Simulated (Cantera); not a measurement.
## Catalytic stagnation flow on Pt

A jet of H2 : O2 : N2 = 0.019 : 0.17 : 0.79 (molar parts) at 300 K and 36.8 Torr hits a platinum plate 2.9 cm away at a mass flux of 0.026 kg/m²/s; the plate temperature is set and raised in steps from an oxygen-covered start.

Cantera simulation using Deutschmann's 1995 Pt surface mechanism with GRI-Mech 3.0 gas chemistry; the numbers are that mechanism's predictions, not measurements. Catalytic surfaces can have several steady states; this one follows from the mechanism file's or the stated starting coverage.

```json
[
 {"plate T (K)": "500", "wall x H2": "0.00377", "wall x O2": "0.157", "wall x H2O": "0.0305", "wall x OH": "<1e-8", "θ free Pt": "0.0352", "θ O*": "0.956", "θ OH*": "0.00925"},
 {"plate T (K)": "550", "wall x H2": "0.00376", "wall x O2": "0.157", "wall x H2O": "0.0302", "wall x OH": "<1e-8", "θ free Pt": "0.0373", "θ O*": "0.957", "θ OH*": "0.00529"},
 {"plate T (K)": "600", "wall x H2": "0.00376", "wall x O2": "0.157", "wall x H2O": "0.0300", "wall x OH": "<1e-8", "θ free Pt": "0.0393", "θ O*": "0.957", "θ OH*": "0.00330"},
 {"plate T (K)": "650", "wall x H2": "0.00371", "wall x O2": "0.157", "wall x H2O": "0.0299", "wall x OH": "<1e-8", "θ free Pt": "0.0419", "θ O*": "0.956", "θ OH*": "0.00222"},
 {"plate T (K)": "700", "wall x H2": "0.00342", "wall x O2": "0.157", "wall x H2O": "0.0302", "wall x OH": "<1e-8", "θ free Pt": "0.0485", "θ O*": "0.950", "θ OH*": "0.00165"}
]
```
x: mole fraction at the wall; θ: surface coverage.
